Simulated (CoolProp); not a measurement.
Carbonyl sulfide along the isobar 5.08 MPa: Z from the reference equation and from simpler models built on Tc = 378.8 K, pc = 6.369 MPa, ω = 0.098; each cubic takes its own stable root.

Model: reference Helmholtz-energy equation of state, Lemmon 2006, in CoolProp. It is a short technical equation, of lower accuracy than the large ones.

| T (K) | phase | reference | van der Waals | Redlich-Kwong |
|---|---|---|---|---|
| 268.8 | liquid | 0.1264 | 0.1936 | 0.1349 |
| 289.5 | liquid | 0.1232 | 0.1886 | 0.1331 |
| 310.2 | liquid | 0.1219 | 0.1867 | 0.1338 |
| 330.9 | liquid | 0.1231 | 0.1893 | 0.1383 |
| 351.5 | liquid | 0.1291 | ___ | 0.1509 |
| 372.2 | gas | 0.5891 | ___ | ___ |
| 392.9 | gas | ___ | 0.7196 | 0.6989 |
| 413.6 | gas | 0.7607 | 0.7673 | 0.7579 |
| 434.3 | gas | 0.8046 | ___ | 0.7999 |
| 455 | gas | 0.8376 | 0.8302 | 0.8319 |
| 475.7 | gas | 0.8634 | 0.8524 | 0.8571 |
| 496.4 | gas | 0.8841 | 0.8707 | 0.8775 |
| 517.1 | gas | ___ | 0.8861 | 0.8943 |

**Question.** Fill in the missing entries.

**Answer.** 
- 351.5, van der Waals: 0.2020
- 372.2, van der Waals: 0.6477
- 372.2, Redlich-Kwong: 0.6030
- 392.9, reference: 0.6978
- 434.3, van der Waals: 0.8026
- 517.1, reference: 0.9010
